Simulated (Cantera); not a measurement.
Input (Python, Cantera) and output of one run.

```python
import numpy as np
import cantera as ct

gas_names = """
    AL ALCL ALCL2 ALCL3 ALN ALO ALOCL ALO2 AL2 AL2CL6 AL2O AL2O2 CL CLO CL2 N NO NO2 NO3 N2 N2O O O2 O3
""".split()
cond_names = """
    AL(cr) AL(L) ALCL3(s) ALCL3(L) ALN(s) AL2O3(a) AL2O3(L)
""".split()


# ... load() reads the species with a 1 bar reference pressure and builds the phases ...
atoms = {
    'AlCl3': {'AL': 1, 'CL': 3},
    'O2': {'O': 2},
    'N2': {'N': 2},
}
top_T = {'ALN(s)': 2750}  # K; cautious upper limits of use, not melting points


# ... equilibrate(T, P, feed) seeds the gas with the atoms and calls Mixture.equilibrate('TP', solver="vcs", rtol=1e-11, max_steps=5000) ...
results = []
feed = {'AlCl3': 1, 'O2': 8.1, 'N2': 50}  # mol
P = 180  # Pa
for T in [750, 825, 900, 975, 1050, 1125, 1200, 1275, 1350, 1425, 1500, 1575, 1650]:
    mix = equilibrate(T, P, feed)
    results.append((T, P, feed, dict(zip(mix.species_names, mix.species_moles))))

top = {s: max(r[3][s] / sum(r[3][g] for g in gas_names) for r in results) for s in gas_names}
cols = sorted((s for s in top if top[s] > 1e-06), key=lambda s: -top[s])[:8]
seen = [c for c in cond_names if any(r[3].get(c, 0) > 1e-12 for r in results)]
print("log10 of partial pressures in bar; condensed amounts in mol")
print(f"{'T/K':>10s}" + "".join(f"{s[:9]:>10s}" for s in cols + seen))
for T, P, feed, n in results:
    ng = sum(n[g] for g in gas_names)
    print(f"{T:10.4g}" + "".join(f"{np.log10(max(n[s] / ng * P / 1e5, 1e-99)):10.3f}" for s in cols)
          + "".join(f"{n.get(c, 0):10.4g}" for c in seen))
```

Result:

```
log10 of partial pressures in bar; condensed amounts in mol
       T/K        N2        O2        CL       CL2        NO         O       CLO  AL2O3(a)
       750    -2.816    -3.648    -7.736    -4.338    -8.937   -16.018   -10.380       0.5
       825    -2.816    -3.648    -6.954    -4.339    -8.359   -14.423    -9.737       0.5
       900    -2.816    -3.648    -6.302    -4.341    -7.876   -13.093    -9.202       0.5
       975    -2.816    -3.648    -5.751    -4.347    -7.469   -11.966    -8.751       0.5
      1050    -2.816    -3.649    -5.283    -4.364    -7.119   -10.999    -8.370       0.5
      1125    -2.817    -3.650    -4.891    -4.406    -6.817   -10.161    -8.054       0.5
      1200    -2.819    -3.652    -4.572    -4.493    -6.553    -9.427    -7.803       0.5
      1275    -2.821    -3.654    -4.333    -4.656    -6.322    -8.779    -7.625       0.5
      1350    -2.824    -3.657    -4.180    -4.921    -6.116    -8.203    -7.526       0.5
      1425    -2.825    -3.659    -4.102    -5.276    -5.932    -7.687    -7.497       0.5
      1500    -2.826    -3.660    -4.069    -5.671    -5.765    -7.222    -7.509       0.5
      1575    -2.827    -3.662    -4.057    -6.064    -5.614    -6.801    -7.536       0.5
      1650    -2.827    -3.663    -4.052    -6.436    -5.477    -6.418    -7.569       0.5
```

Cantera equilibrium calculation (NASA polynomials, part measured and part estimated; ideal gas, pure solids and liquids). Condensed phases not in the tables: AlOCl.
